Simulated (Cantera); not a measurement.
Input: 1 mol SiC, 1.9 mol O2, 320 mol N2, equilibrated at 1398 K and 10.0 Torr.

Equilibrium computed with Cantera from the NASA thermochemical tables; the gas is ideal and each condensed phase is pure. Candidate condensed phases: C, Si, SiC, SiO2, Si2N2O, Si3N4; 34 gas species. The tables hold silica as quartz up to 1696 K and as liquid above; real silica turns to tridymite and cristobalite and melts near 1996 K. Kinetics and transport are ignored.

Base state: N2 0.997, CO2 0.00249, CO 0.000623 (mole fractions); condensed: SiO2(β-quartz).

### Question
What changes in the equilibrium state with this change: O2 from 1.9 to 0.18 mol?

### Answer
| species | before | after |
|---|---|---|
| N2 | 0.997 | 1.000 |
| CO | 0.000623 | 0.000316 |
| CO2 | 0.00249 | <1e-9 |
| SiO2(β-quartz), mol | 1.00 | 0 |
| C(graphite), mol | 0 | 0.417 |
| SiC(s), mol | 0 | 0.482 |
| Si2N2O(s), mol | 0 | 0.259 |
N2 is the only nitrogen source here; it is nearly inert below about 1500 K, so the nitride shown seldom forms there in practice. Mutual solubility and eutectic melting of coexisting phases are not modelled.

### Question
What changes in the equilibrium state with this change: O2 from 1.9 to 1.8 mol?

### Answer
```csv
species,before,after
N2,0.997,0.997
CO2,0.00249,0.00187
CO,0.000623,0.00125
"SiO2(β-quartz), mol",1.00,1.000
```
